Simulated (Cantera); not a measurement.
A closed system holds: 1 mol MgO, 13 mol CO, at 2298 K.

Equilibrium computed with Cantera from the NASA thermochemical tables; the gas is ideal and each condensed phase is pure. Candidate condensed phases: C, Mg, MgCO3, MgO; 15 gas species. Rates play no part.

x: gas mole fraction; n: condensed amount in mol.

| P (Pa) | x CO | x Mg | x CO2 | x O | x O2 | n MgO(s) |
|---|---|---|---|---|---|---|
| 10 | 0.864 | 0.0693 | 0.0387 | 0.0253 | ? | 0 |
| 68 | 0.859 | 0.0708 | 0.0627 | 0.00604 | ? | 0 |
| 460 | 0.858 | 0.0712 | 0.0698 | 0.000997 | ? | 0 |
| 3200 | 0.890 | 0.0550 | 0.0549 | 0.000109 | ? | 0.242 |
| 22000 | 0.957 | 0.0217 | 0.0217 | 5.82e-6 | ? | 0.711 |
| 150000 | 0.983 | 0.00843 | 0.00843 | 3.22e-7 | ? | 0.889 |
| 1000000 | 0.993 | 0.00328 | 0.00328 | 1.86e-8 | ? | 0.957 |

Problem. What belongs in the gaps?

Solution. 
- 10, x O2: 0.00265
- 68, x O2: 0.00103
- 460, x O2: 0.000190
- 3200, x O2: 1.57e-5
- 22000, x O2: 3.09e-7
- 150000, x O2: 6.47e-9
- 1000000, x O2: 1.44e-10
